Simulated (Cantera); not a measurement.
A Cantera script and what it prints.

```python
import numpy as np
import cantera as ct

gas_names = """
    B BH BH2 BH3 BO BO2 B2 B2O B2O2 B2O3 B3O3H3 H HBO HBO2 HO2 H2 H2O H2O2 H3B3O6 O OH O2 O3
""".split()
cond_names = """
    B(b) B(L) B2O3(L) B3O3H3(cr) H2O(s) H2O(L)
""".split()


def load(file, names, dense=False):
    # The tables refer to 1 bar. Condensed volumes are neglected.
    table = {s.name: s for s in ct.Species.list_from_file(file)}
    out = []
    for n in names:
        d = dict(table[n].input_data)
        d["thermo"] = dict(d["thermo"], **{"reference-pressure": 1e5})
        if dense:
            d["equation-of-state"] = {"model": "constant-volume", "density": "1e6 g/cm^3"}
        out.append(ct.Species.from_dict(d))
    return out


gas = ct.Solution(thermo="ideal-gas", species=load("nasa_gas.yaml", gas_names))
cond = {s.name: ct.Solution(thermo="fixed-stoichiometry", species=[s], name=s.name)
        for s in load("nasa_condensed.yaml", cond_names, dense=True)}
atoms = {
    'B2H6': {'B': 2, 'H': 6},
    'H2O': {'H': 2, 'O': 1},
}
top_T = {}  # K; cautious upper limits of use, not melting points


def equilibrate(T, P, feed):
    n = {}
    for name, mol in feed.items():
        for a, k in atoms[name].items():
            n[a] = n.get(a, 0.0) + k * mol
    gas.TPX = T, P, n
    mass = sum(n.values()) * gas.mean_molecular_weight
    gas.equilibrate("TP")
    valid = [c for c in cond.values() if c.min_temp <= T <= top_T.get(c.name, c.max_temp)]
    mix = ct.Mixture([(gas, mass / gas.mean_molecular_weight)] + [(c, 0.0) for c in valid])
    mix.T, mix.P = T, P
    mix.equilibrate("TP", solver="vcs", rtol=1e-11, max_steps=5000)
    return mix


results = []
feed = {'B2H6': 1, 'H2O': 5}  # mol
P = 210  # Pa
for T in [973, 1023, 1073, 1123, 1173, 1223, 1273, 1323, 1373, 1423, 1473, 1523, 1573, 1623]:
    mix = equilibrate(T, P, feed)
    results.append((T, P, feed, dict(zip(mix.species_names, mix.species_moles))))
    x = sorted(zip(gas.X, gas.species_names), reverse=True)
    print(f"T = {T:g} K  P = {P:g} Pa  gas = {mix.phase_moles(0):.4g} mol")
    print("   x: " + "  ".join(f"{s} {v:.3e}" for v, s in x if v > 0.0001))
    print("   condensed (mol): " + ("  ".join(f"{mix.phase(i).name} {mix.phase_moles(i):.4g}"
          for i in range(1, mix.n_phases) if mix.phase_moles(i) > 1e-12) or "none"))
```

Result:

```
T = 973 K  P = 210 Pa  gas = 8 mol
   x: H2 7.500e-01  H2O 2.496e-01  H3B3O6 1.831e-04  HBO2 1.597e-04
   condensed (mol): B2O3(L) 0.9972
T = 1023 K  P = 210 Pa  gas = 8.001 mol
   x: H2 7.499e-01  H2O 2.495e-01  HBO2 4.575e-04  H3B3O6 1.420e-04
   condensed (mol): B2O3(L) 0.9965
T = 1073 K  P = 210 Pa  gas = 8.004 mol
   x: H2 7.496e-01  H2O 2.491e-01  HBO2 1.181e-03  H3B3O6 1.121e-04
   condensed (mol): B2O3(L) 0.9939
T = 1123 K  P = 210 Pa  gas = 8.011 mol
   x: H2 7.490e-01  H2O 2.481e-01  HBO2 2.787e-03
   condensed (mol): B2O3(L) 0.9878
T = 1173 K  P = 210 Pa  gas = 8.024 mol
   x: H2 7.477e-01  H2O 2.461e-01  HBO2 6.071e-03
   condensed (mol): B2O3(L) 0.9748
T = 1223 K  P = 210 Pa  gas = 8.049 mol
   x: H2 7.454e-01  H2O 2.422e-01  HBO2 1.231e-02
   condensed (mol): B2O3(L) 0.9496
T = 1273 K  P = 210 Pa  gas = 8.095 mol
   x: H2 7.412e-01  H2O 2.353e-01  HBO2 2.338e-02
   condensed (mol): B2O3(L) 0.9044
T = 1323 K  P = 210 Pa  gas = 8.172 mol
   x: H2 7.342e-01  H2O 2.239e-01  HBO2 4.168e-02  B2O3 1.655e-04
   condensed (mol): B2O3(L) 0.8278
T = 1373 K  P = 210 Pa  gas = 8.295 mol
   x: H2 7.233e-01  H2O 2.062e-01  HBO2 6.979e-02  B2O3 5.962e-04
   condensed (mol): B2O3(L) 0.705
T = 1423 K  P = 210 Pa  gas = 8.482 mol
   x: H2 7.072e-01  H2O 1.811e-01  HBO2 1.095e-01  B2O3 1.954e-03  HBO 1.410e-04  H 1.219e-04
   condensed (mol): B2O3(L) 0.5184
T = 1473 K  P = 210 Pa  gas = 8.754 mol
   x: H2 6.850e-01  HBO2 1.599e-01  H2O 1.487e-01  B2O3 5.883e-03  HBO 3.391e-04  H 2.285e-04
   condensed (mol): B2O3(L) 0.247
T = 1523 K  P = 210 Pa  gas = 9.002 mol
   x: H2 6.657e-01  HBO2 1.969e-01  H2O 1.240e-01  B2O3 1.227e-02  HBO 6.640e-04  H 4.115e-04
   condensed (mol): none
T = 1573 K  P = 210 Pa  gas = 9.003 mol
   x: H2 6.652e-01  HBO2 1.943e-01  H2O 1.254e-01  B2O3 1.345e-02  HBO 8.664e-04  H 7.236e-04
   condensed (mol): none
T = 1623 K  P = 210 Pa  gas = 9.006 mol
   x: H2 6.645e-01  HBO2 1.917e-01  H2O 1.268e-01  B2O3 1.461e-02  H 1.229e-03  HBO 1.109e-03
   condensed (mol): none
```

These are equilibrium values from Cantera (NASA tables, ideal gas, pure condensed phases), not measurements of a reactor. The feed counts by its element totals alone. Gases not in the tables: H3BO3.
